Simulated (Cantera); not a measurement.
A closed system holds: 1 mol CaCO₃, 1.1 mol H₂O, equilibrated at 270000 Pa.

Method: chemical equilibrium by Gibbs-energy minimisation in Cantera with the NASA 1993 tables (ideal gas, pure condensed phases). Candidate condensed phases: C, C₆H₆, C₇H₈, C₈H₁₈, Ca, CaCO₃, CaO, Ca(OH)₂, H₂O; 115 gas species. Mutual solubility and eutectic melting of coexisting phases are not modelled. Rates play no part.

x: gas mole fraction; n: condensed amount in mol.

```tsv
T (K)	x H₂O	x CO₂	x CO	x O₂	x OH	x H₂	x H	n CaCO₃(calcite)	n CaO(s)
1123	0.810	0.190	3.28e-7	7.81e-7	9.54e-8	1.28e-6	2.93e-11	0.742	0.258
1223	0.524	0.476	[?]	[?]	[?]	[?]	[?]	0	1.00
1323	0.524	0.476	1.85e-5	1.42e-5	2.21e-6	1.10e-5	3.20e-9	0	1.00
1423	0.524	0.476	6.29e-5	4.46e-5	8.32e-6	3.05e-5	2.23e-8	0	1.00
1523	0.524	0.476	[?]	[?]	[?]	[?]	[?]	0	1.000
1623	0.523	0.476	0.000456	0.000291	7.25e-5	0.000162	5.35e-7	0	1.000
1723	0.523	0.475	0.00103	0.000631	0.000177	0.000323	1.99e-6	0	1.000
1823	0.522	0.473	0.00211	0.00126	0.000392	0.000597	6.44e-6	0	1.000
1923	0.521	0.471	0.00402	0.00233	0.000799	0.00104	1.84e-5	0	1.000
2023	0.519	0.467	0.00715	0.00404	0.00151	0.00170	4.77e-5	0	1.000
2123	0.515	0.460	0.0120	0.00663	0.00269	0.00267	0.000113	0	1.000
2223	0.510	0.451	0.0190	0.0103	0.00453	0.00402	0.000247	0	0.999
```

Q: What belongs in the gaps?

A: 
- 1523, x CO: 0.000181
- 1523, x O₂: 0.000121
- 1523, x OH: 2.64e-5
- 1523, x H₂: 7.42e-5
- 1523, x H: 1.21e-7
- 1223, x CO: 4.43e-6
- 1223, x O₂: 3.77e-6
- 1223, x OH: 4.73e-7
- 1223, x H₂: 3.34e-6
- 1223, x H: 3.34e-10
